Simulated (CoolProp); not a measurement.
Saturated liquid density (kg/m³) of octamethyltrisiloxane (MDM): the reference equation beside estimates from Tc = 292.2 °C, pc = 1.438 MPa, ω = 0.528. Rackett uses Z = 0.29056 − 0.08775 ω.

The numbers come from the reference Helmholtz-energy equation of state, Thol 2017 in CoolProp.

| T (°C) | reference | Rackett | van der Waals | Soave-Redlich-Kwong | Peng-Robinson |
|---|---|---|---|---|---|
| 61.65 | 777.8 | 881.8 | 448.2 | 703.4 | 792.0 |
| 71.85 | 767.1 | 869.5 | 442.7 | 695.4 | 783.5 |
| 82.05 | 756.3 | 857.0 | 437.1 | 687.0 | 774.5 |
| 92.25 | 745.3 | 844.3 | 431.3 | 678.1 | 765.0 |
| 102.45 | 734.0 | 831.2 | 425.3 | 668.8 | 755.0 |
| 112.65 | 722.6 | 817.9 | 419.1 | 659.0 | 744.4 |
| 122.85 | 710.9 | 804.3 | 412.7 | 648.7 | 733.1 |
| 133.05 | 698.9 | 790.3 | 406.1 | 637.7 | 721.2 |
| 143.25 | 686.6 | 775.9 | 399.3 | 626.1 | 708.5 |
| 153.45 | 673.9 | 761.0 | 392.1 | 613.8 | 695.0 |
| 163.65 | 660.8 | 745.7 | 384.7 | 600.7 | 680.6 |
| 173.85 | 647.3 | 729.8 | 377.0 | 586.8 | 665.1 |
| 184.05 | 633.1 | 713.2 | 368.8 | 571.9 | 648.5 |
| 194.25 | 618.3 | 696.0 | 360.3 | 555.9 | 630.6 |
| 204.45 | 602.7 | 677.8 | 351.3 | 538.7 | 611.2 |

Absolute difference from the reference over all 15 rows, mean and median: Rackett 13.0 and 13.1 %, van der Waals 42.0 and 41.9 %, Soave-Redlich-Kwong 9.3 and 9.1 %, Peng-Robinson 2.6 and 2.7 %.
